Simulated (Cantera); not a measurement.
An isothermal plug-flow reactor at 648 K and 4.93 atm (inlet), inlet velocity 4.2 m/s, active area per volume 510 1/m; feed H₂ : O₂ : N₂ = 0.016 : 0.077 : 0.79 (molar parts).

Cantera simulation using Deutschmann's 1995 Pt surface mechanism with GRI-Mech 3.0 gas chemistry; the numbers are that mechanism's predictions, not measurements. Catalytic surfaces can have several steady states; this one follows from the mechanism file's or the stated starting coverage. Mass transfer to the wall is taken as infinitely fast.

What does this change do: N2 0.79 to 2.1 parts?


| quantity | before | after |
|---|---|---|
| x(H₂) at z = 0.0034 m | 0.00311 | 0.00125 |
| x(O₂) at z = 0.0034 m | 0.0803 | 0.0322 |
| x(H₂O) at z = 0.0034 m | 0.0151 | 0.00607 |
| θ(free Pt) at the exit | 0.0665 | 0.0667 |
| θ(O*) at the exit | 0.913 | 0.920 |
| θ(OH*) at the exit | 0.0202 | 0.0129 |

What does this change do: inlet velocity 4.2 to 2 m/s?


| quantity | before | after |
|---|---|---|
| x(H₂) at z = 0.0034 m | 0.00311 | 0.00160 |
| x(O₂) at z = 0.0034 m | 0.0803 | 0.0796 |
| x(H₂O) at z = 0.0034 m | 0.0151 | 0.0167 |
| θ(free Pt) at the exit | 0.0665 | 0.0346 |
| θ(O*) at the exit | 0.913 | 0.950 |
| θ(OH*) at the exit | 0.0202 | 0.0153 |

What does this change do: H2 0.016 to 0.0093 parts?


```csv
quantity,before,after
x(H₂) at z = 0.0034 m,0.00311,0.00286
x(O₂) at z = 0.0034 m,0.0803,0.0843
x(H₂O) at z = 0.0034 m,0.0151,0.00779
θ(free Pt) at the exit,0.0665,0.0583
θ(O*) at the exit,0.913,0.928
θ(OH*) at the exit,0.0202,0.0141
```
